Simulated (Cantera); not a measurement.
A closed system holds: 1 mol Si, 0.023 mol O2, 9.8 mol N2, at 0.760 bar.

Method: chemical equilibrium by Gibbs-energy minimisation in Cantera with the NASA 1993 tables (ideal gas, pure condensed phases). Candidate condensed phases: Si, SiO2, Si2N2O, Si3N4; 16 gas species. N2 is the only nitrogen source here; it is nearly inert below about 1500 K, so the nitride shown seldom forms there in practice. Mutual solubility and eutectic melting of coexisting phases are not modelled. Kinetics and transport are ignored.

Task: What share of the Si ends up in condensed phases as a function of T (K), at 973, 1173, 1373, 1573, 1773, 1973, 2173?

Result: 
```tsv
T (K)	Si condensed (%)	as
973	100.0	Si2N2O(s) + Si3N4(s)
1173	100.0	Si2N2O(s) + Si3N4(s)
1373	100.0	Si2N2O(s) + Si3N4(s)
1573	100.0	Si2N2O(s) + Si3N4(s)
1773	100.0	Si2N2O(s) + Si3N4(s)
1973	97.5	Si2N2O(s) + Si3N4(s)
2173	94.8	Si(l)
```
